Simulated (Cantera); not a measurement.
A perfectly stirred reactor is fed with H2 : O2 : N2 = 0.88 : 1 : 0.87 (molar parts), equivalence ratio 0.44, at 0.148 atm; it is held at 1025 K, and followed from long to short residence time.

Detailed kinetics in Cantera: the H2/O2 subset of GRI-Mech 3.0, which has no nitrogen chemistry. The temperature is held fixed by assumption; the heat of reaction is taken as removed at once.

One state of this run: x H2 = 0.0196; x O2 = 0.249; x H = 0.00121; x HO2 = 8.40e-5; x H2O = 0.356. x: mole fraction; the columns are a selection and need not sum to one.

**Question.** Which value of τ (s) does it belong to?
A. 0.0080
B. 0.077
C. 0.0038
D. 0.73

**Answer.** A, 0.0080
